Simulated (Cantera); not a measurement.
Input: 1 mol SiCl4, 2.5 mol Cl2, 3.3 mol H2, equilibrated at 350 °C and 0.340 bar.

Method: chemical equilibrium by Gibbs-energy minimisation in Cantera with the NASA 1993 tables (ideal gas, pure condensed phases). Candidate condensed phases: Si; 19 gas species. Rates play no part.

Base state: HCl 0.735, SiCl4 0.147, H2 0.118 (mole fractions); condensed: gas only.

### Question
What changes in the equilibrium state with this change: temperature from 350 °C to 1302 °C?

### Answer
```json
[
 {"species": "HCl", "before": "0.735", "after": "0.760"},
 {"species": "SiCl4", "before": "0.147", "after": "0.115"},
 {"species": "H2", "before": "0.118", "after": "0.0954"},
 {"species": "SiCl3", "before": "<1e-9", "after": "0.0194"},
 {"species": "SiCl2", "before": "<1e-9", "after": "0.00857"},
 {"species": "Cl", "before": "<1e-9", "after": "0.000139"},
 {"species": "H", "before": "<1e-9", "after": "2.20e-5"},
 {"species": "SiHCl3", "before": "1.09e-6", "after": "0.00192"}
]
```
The tables' values for SiCl3 are old estimates; treat these amounts as uncertain.
